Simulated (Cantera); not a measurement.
An adiabatic, constant-volume homogeneous reactor starts with CO : H2 : O2 : N2 = 1 : 0.04 : 0.34 : 2.27 (molar parts), equivalence ratio 1.5, at 1050 K and 1.01 bar.

Computed with Cantera and GRI-Mech 3.0 (53 species, 325 reactions).

One state of this run: T (K) = 2645; P (bar) = 2.34; x CO = 0.123; x H2 = 0.000999; x O2 = 0.00511; x HO2 = 4.77e-7; x NO2 = 7.79e-7; x OH = 0.00218. x: mole fraction; the columns are a selection and need not sum to one.

Problem. Which value of t (s) does it belong to?
A) 0.200
B) 5.85e-5
C) 0.000227
D) 3.88e-6

Solution. A, 0.200
